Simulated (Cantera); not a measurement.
Cantera run:

```python
import numpy as np
import cantera as ct

gas_names = [...]  # 95 gases of nasa_gas.yaml made of C, F, H
cond_names = """
    C(gr) C6H6(L) C7H8(L) C8H18(L),n-octa
""".split()


# ... load() reads the species with a 1 bar reference pressure and builds the phases ...
atoms = {
    'CHF3': {'C': 1, 'H': 1, 'F': 3},
    'CH4': {'C': 1, 'H': 4},
    'H2': {'H': 2},
}
top_T = {'C(gr)': 4500}  # K; cautious upper limits of use, not melting points


# ... equilibrate(T, P, feed) seeds the gas with the atoms and calls Mixture.equilibrate('TP', solver="vcs", rtol=1e-11, max_steps=5000) ...
results = []
feed = {'CHF3': 1, 'CH4': 0.29, 'H2': 12}  # mol
T = 1148.15  # K
P = 31  # Pa
mix = equilibrate(T, P, feed)
results.append((T, P, feed, dict(zip(mix.species_names, mix.species_moles))))
x = sorted(zip(gas.X, gas.species_names), reverse=True)
print(f"T = {T:g} K  P = {P:g} Pa  gas = {mix.phase_moles(0):.4g} mol")
print("   x: " + "  ".join(f"{s} {v:.3e}" for v, s in x if v > 1e-05))
print("   condensed (mol): " + ("  ".join(f"{mix.phase(i).name} {mix.phase_moles(i):.4g}"
      for i in range(1, mix.n_phases) if mix.phase_moles(i) > 1e-12) or "none"))
```

Output:

```
T = 1148.15 K  P = 31 Pa  gas = 14.58 mol
   x: H2 7.942e-01  HF 2.058e-01
   condensed (mol): C(gr) 1.29
```

These are equilibrium values from Cantera (NASA tables, ideal gas, pure condensed phases), not measurements of a reactor.
